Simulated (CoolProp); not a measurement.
The numbers come from the reference Helmholtz-energy equation of state, Lemmon 2006 in CoolProp. It is a short technical equation, of lower accuracy than the large ones.

### Question
Give the vapour pressure (MPa), liquid density (kg/m³), vapour density (kg/m³), liquid cp (kJ/(kg K)) of saturated C3F8 (R218) at 276.5 K.

### Answer
```csv
T (K),p (MPa),liquid density (kg/m³),vapour density (kg/m³),liquid cp (kJ/(kg K))
276.5,0.461,1440,44.3,1.08
```
